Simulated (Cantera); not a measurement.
An adiabatic, constant-pressure homogeneous reactor starts with H2 : O2 : N2 = 1 : 0.556 : 2.09 (molar parts), equivalence ratio 0.90, at 1275 K and 0.270 bar. Integrator tolerance rtol = 1e-08.

Model: GRI-Mech 3.0 (53 species, 325 reactions), integrated in Cantera.

| quantity | before | after |
|---|---|---|
| time of steepest temperature rise | 0.113 ms | 7.06 µs |
| temperature at 4.00 s | 2645 K | 2898 K |
| equilibrium temperature | 2645 K | 2898 K |
| x(H2) at 4.00 s | 0.0359 (gas-phase equilibrium 0.0359) | 0.0212 (gas-phase equilibrium 0.0212) |
| x(O2) at 4.00 s | 0.0236 (gas-phase equilibrium 0.0236) | 0.0170 (gas-phase equilibrium 0.0170) |
| x(NO2) at 4.00 s | 1.18e-6 (gas-phase equilibrium 1.18e-6) | 6.07e-6 (gas-phase equilibrium 6.07e-6) |
| x(O) at 4.00 s | 0.00848 (gas-phase equilibrium 0.00848) | 0.00326 (gas-phase equilibrium 0.00326) |
| x(H2O) at 4.00 s | 0.246 (gas-phase equilibrium 0.246) | 0.277 (gas-phase equilibrium 0.277) |
| x(HO2) at 4.00 s | 4.48e-6 (gas-phase equilibrium 4.48e-6) | 1.57e-5 (gas-phase equilibrium 1.57e-5) |

### Question
What was changed between the two runs?
A. initial temperature 1275 to 1348 K
B. pressure from 0.270 bar to 10.0 bar
C. H2 1 to 1.4 parts
D. N2 2.09 to 4.4 parts

### Answer
B, pressure from 0.270 bar to 10.0 bar
